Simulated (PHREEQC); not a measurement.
## Leach liquor: speciation

Consider water at 25 °C with 0.02 mol H2SO4, 0.00013 mol NiSO4 and 0.13 mol Na2SO4 per kg of water. Closed to the air; pH follows from the charge balance.

Equilibrium calculation in PHREEQC: ion-association model, wateq4f.dat.

- pH = 2.05
- ionic strength = 0.340 mol/kgw
- activity of water = 0.993
- total alkalinity = -40.0 meq/kg

```json
[
 {"species": "Na+", "molality": "0.233", "activity": "0.168", "log γ": "-0.143"},
 {"species": "SO4-2", "molality": "0.0948", "activity": "0.0227", "log γ": "-0.621"},
 {"species": "HSO4-", "molality": "0.0285", "activity": "0.0197", "log γ": "-0.160"},
 {"species": "NaSO4-", "molality": "0.0267", "activity": "0.0191", "log γ": "-0.146"},
 {"species": "H+", "molality": "0.0115", "activity": "0.00894", "log γ": "-0.109"},
 {"species": "NiSO4", "molality": "6.99e-5", "activity": "7.56e-5", "log γ": "0.034"},
 {"species": "Ni+2", "molality": "5.97e-5", "activity": "1.71e-5", "log γ": "-0.543"},
 {"species": "Ni(SO4)2-2", "molality": "3.22e-7", "activity": "9.22e-8", "log γ": "-0.543"}
]
```

This is a speciation only: nothing precipitates in the calculation.
